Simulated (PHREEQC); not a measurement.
A solution holds 0.02 mol/kgw HF, 5.1e-05 mol/kgw Na2CO3 and 0.00018 mol/kgw KCl, at 25 °C. Closed to the air; pH follows from the charge balance.

Model: ion-association model, wateq4f.dat, run in PHREEQC.

The pH comes out as 2.49, the ionic strength is 0.00371 mol/kgw and the total alkalinity is -19.9 meq/kg.

```
species  molality  activity   log γ
-------  --------  --------  ------
HF         0.0151    0.0151   0.000
H+        0.00343   0.00323  -0.026
F-        0.00334   0.00312  -0.029
H2F2     0.000594  0.000594   0.000
HF2-     0.000193  0.000181  -0.029
Cl-      0.000180  0.000168  -0.029
K+       0.000180  0.000168  -0.029
Na+      0.000102   9.54e-5  -0.028
CO2       5.10e-5   5.10e-5   0.000
NaF       1.71e-7   1.71e-7   0.000
HCO3-     7.50e-9   7.03e-9  -0.028
```

No solid was allowed to form. wateq4f.dat counts part of the HF as a dimer, H2F2, which phreeqc.dat doesn't know; its constant is uncertain.
